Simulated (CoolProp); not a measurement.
Isohexane along the isobar 37.9 bar: density (kg/m³) from the reference equation and from simpler models built on Tc = 497.7 K, pc = 30.43 bar, ω = 0.280; each cubic takes its own stable root.

Model: reference Helmholtz-energy equation of state, Lemmon 2006, in CoolProp. It is a short technical equation, of lower accuracy than the large ones.

```
T (K)   phase  reference  Redlich-Kwong  Peng-Robinson
-----  ------  ---------  -------------  -------------
291.8  liquid      658.4          588.8            ___
298.2  liquid      652.8          583.5          677.0
304.6  liquid        ___            ___          671.7
310.9  liquid      641.4          572.7          666.3
317.3  liquid      635.6          567.0          660.6
323.7  liquid      629.8          561.3          654.7
330    liquid      623.9            ___          648.8
336.4  liquid      617.9          549.5          642.5
342.8  liquid      611.8          543.3          636.1
349.2  liquid        ___          537.0            ___
355.5  liquid      599.4          530.7          622.6
361.9  liquid      593.0          524.1          615.5
368.3  liquid        ___          517.3          608.1
374.6  liquid      580.0          510.5          600.6
381    liquid      573.2          503.4          592.7
387.4  liquid        ___          496.0          584.4
```

Problem. Complete the blanks.

Solution. 
- 291.8, Peng-Robinson: 682.2
- 304.6, reference: 647.1
- 304.6, Redlich-Kwong: 578.1
- 330, Redlich-Kwong: 555.5
- 349.2, reference: 605.6
- 349.2, Peng-Robinson: 629.4
- 368.3, reference: 586.5
- 387.4, reference: 566.3
